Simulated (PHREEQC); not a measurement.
Dissolve 0.041 mol/kgw Ba(NO3)2 at 25 °C. Closed to the air; pH follows from the charge balance.

Equilibrium calculation in PHREEQC: ion-association model, phreeqc.dat.

This is a speciation only: nothing precipitates in the calculation.

Q: Predict the specific conductance, density.

A: specific conductance 8320 µS/cm; density 1.006 g/cm³.
